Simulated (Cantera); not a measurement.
An isothermal, constant-pressure homogeneous reactor starts with 22.8 % H₂, 48.5 % O₂, 28.6 % N₂, at 1300 K and 0.0267 bar.

Detailed kinetics in Cantera: the H2/O2 subset of GRI-Mech 3.0, which has no nitrogen chemistry. Radical loss at walls, strong at low pressure, is not modelled. The temperature is held fixed by assumption; the heat of reaction is taken as removed at once.

One state of this run: x H₂ = 0.0118; x O₂ = 0.384; x H₂O₂ = 5.37e-7; x H₂O = 0.199; x HO₂ = 9.71e-6; x O = 0.0444; x H = 0.0483. x: mole fraction; the columns are a selection and need not sum to one.

**Question.** Which value of t (s) does it belong to?
(A) 0.953
(B) 1.00e-5
(C) 0.00309
(D) 0.0306

**Answer.** C, 0.00309
